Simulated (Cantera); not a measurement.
A perfectly stirred reactor is fed with 17.1 % H₂, 17.4 % O₂, 65.5 % N₂, equivalence ratio 0.49, at 3750 Torr; it is adiabatic with a 598 K inlet, and is followed from long to short residence time, starting on the burning branch (τ in s: 0.4, 0.16, 0.062, 0.024, 0.0096, 0.0038, 0.0015, 0.00059, 0.00023, 9.2e-05, 3.6e-05, 1.4e-05).

Cantera simulation using the H2/O2 subset of GRI-Mech 3.0, which has no nitrogen chemistry; the numbers are that mechanism's predictions, not measurements. The hydrogen kinetics of GRI-Mech 3.0 are dated; newer H2 mechanisms differ, most at raised pressure.

One state of this run: T (K) = 1694; x H₂ = 0.0116; x O₂ = 0.0982; x OH = 0.00720; x HO₂ = 0.000158; x H₂O = 0.166. x: mole fraction; the columns are a selection and need not sum to one.

Q: Which value of τ (s) does it belong to?
(A) 0.00023
(B) 0.40
(C) 0.0038
(D) 1.4e-5

A: D, 1.4e-5
